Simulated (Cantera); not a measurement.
A freely propagating, adiabatic, planar premixed flame of CH4 : CO : O2 : N2 : H2O = 1 : 0.093 : 1.57 : 5.82 : 1.7 (molar parts), equivalence ratio 1.3, unburnt at 700 K and 0.670 bar; mixture-averaged transport, grid criteria slope 0.08 and curve 0.16, no radiation.

Detailed kinetics in Cantera: GRI-Mech 3.0 (53 species, 325 reactions). Burning velocities carry a grid error of a few per cent, more on coarse grids.

### Question
Predict: laminar burning velocity; thermal thickness; peak x(OH).

### Answer
| Item | Result |
|---|---|
| laminar burning velocity | 93.8 cm/s |
| thermal thickness | 0.719 mm |
| peak x(OH) | 0.00464 |
